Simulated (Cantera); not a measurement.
# Adiabatic ignition

An adiabatic, constant-pressure homogeneous reactor starts with CH₄ : H₂ : O₂ : N₂ = 1 : 0.51 : 2.51 : 9.42 (molar parts), at 1200 K and 1050 Torr.

Detailed kinetics in Cantera: GRI-Mech 3.0 (53 species, 325 reactions).

```json
[
 {"t (s)": "7.00e-6", "T (K)": "1200", "x CH₄": "0.0744", "x H₂": "0.0379", "x O₂": "0.187", "x CH₃": "1.33e-8", "x CO₂": "<1e-12", "x H": "9.77e-10"},
 {"t (s)": "2.15e-5", "T (K)": "1200", "x CH₄": "0.0744", "x H₂": "0.0379", "x O₂": "0.187", "x CH₃": "5.14e-8", "x CO₂": "<1e-12", "x H": "1.80e-9"},
 {"t (s)": "6.62e-5", "T (K)": "1200", "x CH₄": "0.0744", "x H₂": "0.0379", "x O₂": "0.187", "x CH₃": "2.52e-7", "x CO₂": "<1e-12", "x H": "6.10e-9"},
 {"t (s)": "0.000204", "T (K)": "1200", "x CH₄": "0.0744", "x H₂": "0.0379", "x O₂": "0.187", "x CH₃": "3.83e-6", "x CO₂": "1.92e-10", "x H": "8.39e-8"},
 {"t (s)": "0.000626", "T (K)": "1206", "x CH₄": "0.0735", "x H₂": "0.0376", "x O₂": "0.186", "x CH₃": "0.000133", "x CO₂": "2.21e-6", "x H": "3.89e-6"},
 {"t (s)": "0.00192", "T (K)": "2601", "x CH₄": "<1e-12", "x H₂": "0.0102", "x O₂": "0.0292", "x CH₃": "<1e-12", "x CO₂": "0.0527", "x H": "0.00429"},
 {"t (s)": "0.00592", "T (K)": "2622", "x CH₄": "<1e-12", "x H₂": "0.00932", "x O₂": "0.0256", "x CH₃": "<1e-12", "x CO₂": "0.0544", "x H": "0.00345"},
 {"t (s)": "0.0182", "T (K)": "2618", "x CH₄": "<1e-12", "x H₂": "0.00937", "x O₂": "0.0245", "x CH₃": "<1e-12", "x CO₂": "0.0544", "x H": "0.00341"},
 {"t (s)": "0.0559", "T (K)": "2618", "x CH₄": "<1e-12", "x H₂": "0.00937", "x O₂": "0.0245", "x CH₃": "<1e-12", "x CO₂": "0.0544", "x H": "0.00341"},
 {"t (s)": "0.172", "T (K)": "2618", "x CH₄": "<1e-12", "x H₂": "0.00937", "x O₂": "0.0245", "x CH₃": "<1e-12", "x CO₂": "0.0544", "x H": "0.00341"},
 {"t (s)": "0.529", "T (K)": "2618", "x CH₄": "<1e-12", "x H₂": "0.00937", "x O₂": "0.0245", "x CH₃": "<1e-12", "x CO₂": "0.0544", "x H": "0.00341"},
 {"t (s)": "1.63", "T (K)": "2618", "x CH₄": "<1e-12", "x H₂": "0.00937", "x O₂": "0.0245", "x CH₃": "<1e-12", "x CO₂": "0.0544", "x H": "0.00341"},
 {"t (s)": "5.00", "T (K)": "2618", "x CH₄": "<1e-12", "x H₂": "0.00937", "x O₂": "0.0245", "x CH₃": "<1e-12", "x CO₂": "0.0544", "x H": "0.00341"}
]
```
x: mole fraction; the columns are a selection and need not sum to one.

The time of steepest temperature rise is 1.69 ms. The temperature at 5.00 s is 2618 K and the equilibrium temperature comes out as 2618 K. The x(CH₄) at 5.00 s comes out as <1e-12 (gas-phase equilibrium <1e-12) and the x(H₂) at 5.00 s is 0.00937 (gas-phase equilibrium 0.00937). The x(O₂) at 5.00 s comes out as 0.0245 (gas-phase equilibrium 0.0245).
